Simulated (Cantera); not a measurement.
Charge: 1 mol Si, 4.9 mol F2, 10 mol N2, held at 47.0 mbar.

Equilibrium computed with Cantera from the NASA thermochemical tables; the gas is ideal and each condensed phase is pure. Candidate condensed phases: Si, Si3N4; 16 gas species. Kinetics and transport are ignored.

Problem. At 900 K, list the 4 most abundant gas species with their mole fractions, and the condensed phases.

Solution. N2 0.699, F2 0.164, SiF4 0.0702, F 0.0611. Condensed: gas only.
